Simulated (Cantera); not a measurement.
A closed system holds: 1 mol Si, 0.62 mol H2, equilibrated at 1100 K and 825 Torr.

Method: chemical equilibrium by Gibbs-energy minimisation in Cantera with the NASA 1993 tables (ideal gas, pure condensed phases). Candidate condensed phases: Si; 9 gas species. Kinetics and transport are ignored.

**Question.** What is the equilibrium state?

**Answer.** 
- x(H2) = 1.000
- n(Si(s)) = 1.00 mol
- gas amount = 0.6200 mol
